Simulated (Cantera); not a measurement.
Charge: 1 mol Pb, 1.9 mol CO, 19 mol N₂, at 1600 K and 1.60 bar.

Cantera equilibrium calculation (NASA polynomials, part measured and part estimated; ideal gas, pure solids and liquids). Candidate condensed phases: C, Pb, PbO, PbO₂, Pb₃O₄; 27 gas species. Kinetics and transport are ignored.

Base state: N₂ 0.875, CO 0.0875, Pb 0.0379, Pb₂ 2.87e-5 (mole fractions); condensed: Pb(l).

**Question.** What changes in the equilibrium state with this change: temperature from 1600 K to 1100 K?

**Answer.** 
| species | before | after |
|---|---|---|
| N₂ | 0.875 | 0.910 |
| CO | 0.0875 | 0.0888 |
| CO₂ | 3.56e-6 | 0.00111 |
| Pb | 0.0379 | 7.57e-5 |
| Pb₂ | 2.87e-5 | <1e-9 |
| Pb(l), mol | 0.176 | 0.998 |
| C(graphite), mol | 0 | 0.0232 |

**Question.** What changes in the equilibrium state with this change: pressure from 1.60 bar to 0.00160 bar?

**Answer.** 
```
species      before    after
----------  -------  -------
N₂            0.875    0.868
CO           0.0875   0.0868
Pb           0.0379   0.0457
Pb₂         2.87e-5  4.18e-8
Pb(l), mol    0.176        0
```
